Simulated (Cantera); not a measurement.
Charge: 1 mol PbO, 5.6 mol CH₄, 0.75 mol N₂, 1.4 mol C, held at 2125 K and 0.0100 bar.

These are equilibrium values from Cantera (NASA tables, ideal gas, pure condensed phases), not measurements of a reactor. Candidate condensed phases: C, C₆H₆, C₇H₈, C₈H₁₈, H₂O, Pb, PbO, PbO₂, Pb₃O₄; 139 gas species. Equilibrium is a limit: real reactors are often held back by kinetics, nucleation or transport.

Base state: H₂ 0.770, CO 0.0705, Pb 0.0705, N₂ 0.0504, H 0.0319, HCN 0.00462, C₂H₂ (acetylene) 0.00129, HNC 0.000325 (mole fractions); condensed: C(graphite).

What changes in the equilibrium state with this change: temperature from 2125 K to 1825 K?


```csv
species,before,after
H₂,0.770,0.798
CO,0.0705,0.0715
Pb,0.0705,0.0715
H,0.0319,0.00394
HCN,0.00462,0.00142
N₂,0.0504,0.0529
C₂H₂ (acetylene),0.00129,0.000171
HNC,0.000325,5.71e-5
"C(graphite), mol",5.89,5.97
```

What changes in the equilibrium state with this change: PbO replaced by Cu₂O?


| species | before | after |
|---|---|---|
| H₂ | 0.770 | 0.719 |
| Cu | 0 | 0.132 |
| CO | 0.0705 | 0.0659 |
| Pb | 0.0705 | 0 |
| N₂ | 0.0504 | 0.0471 |
| H | 0.0319 | 0.0308 |
| Cu₂ | 0 | 8.30e-5 |
| C₂H₂ (acetylene) | 0.00129 | 0.00120 |
| HCN | 0.00462 | 0.00431 |
| C(graphite), mol | 5.89 | 5.89 |
Further candidate phases: Cu, CuO, Cu(OH)₂, Cu₂O.
